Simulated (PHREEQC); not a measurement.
1 kg of water holding 0.018 mol/kgw KCl and 0.023 mol/kgw NaCl is evaporated at 25 °C; the solids stay in contact with the brine. The system is closed to CO2. The run lets Halite, Sylvite precipitate or redissolve, and no other solid.

The series has 28 steps of water left (kg), from 1 to 0.005012.

The numbers come from PHREEQC with the Pitzer model, pitzer.dat.

Problem. Which solids form, in which order, and at which step of the series does each first stand?

Solution. Sylvite from water left = 0.006093 kg.
